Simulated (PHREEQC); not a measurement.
# Reverse-osmosis reject: speciation

Synthetic water in mg/L, 25 °C, pH 6.99, pe 12.3:

```tsv
constituent	mg/L
Na	131
K	23.3
Ca	135
Mg	119
Cl	577
S(6) as SO4	112
Alkalinity as HCO3	293
Cu(2)	42
Si as SiO2	21
```

Valence states are taken as typed.

Computed with PHREEQC (ion-association model, wateq4f.dat).

This is a speciation only: nothing precipitates in the calculation.

Task: Estimate the ionic strength.

Result: ionic strength 0.0304 mol/kgw.

Task: In which forms is S present?

Result: SO4-2 67 %, MgSO4 20 %, CaSO4 12 %, NaSO4- 1.0 % of the S.

Examples of supersaturated solids here: Malachite, Atacamite. Others may be too. Species that the database lacks are ignored. The database's constant for dissolved Cu(OH)2 is higher than later reviews accept.
